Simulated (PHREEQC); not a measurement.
A solution holds 50 mmol/kgw HCl, 6.1 mmol/kgw NiCl2 and 120 mmol/kgw MgCl2, at 25 °C. Closed to the air; pH follows from the charge balance.

Model: ion-association model, wateq4f.dat, run in PHREEQC.

Question: The ionic strength comes out as 0.425 mol/kgw. What activity coefficients do Mg+2, H+, NiCl+, Cl-, Ni+2 get?

Answer: Mg+2 0.30, H+ 0.77, NiCl+ 0.73, Cl- 0.65, Ni+2 0.29.

No solid was allowed to form.
